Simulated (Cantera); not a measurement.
Input: 1 mol Si, 16 mol HCl, 0.14 mol H2, held at 700 K and 0.0350 bar.

These are equilibrium values from Cantera (NASA tables, ideal gas, pure condensed phases), not measurements of a reactor. Candidate condensed phases: Si; 19 gas species. Rates play no part.

Base state: HCl 0.793, H2 0.141, SiCl4 0.0660 (mole fractions); condensed: gas only.

**Question.** What changes in the equilibrium state with this change: HCl from 16 to 3.6 mol?

**Answer.** 
```tsv
species	before	after
H2	0.141	0.665
SiCl4	0.0660	0.282
SiHCl3	2.41e-6	0.0508
HCl	0.793	0.000756
SiH2Cl2	<1e-9	0.000601
SiCl3	2.36e-9	2.29e-5
Si(s), mol	0	0.0641
```
The tables' values for SiCl3 are old estimates; treat these amounts as uncertain.
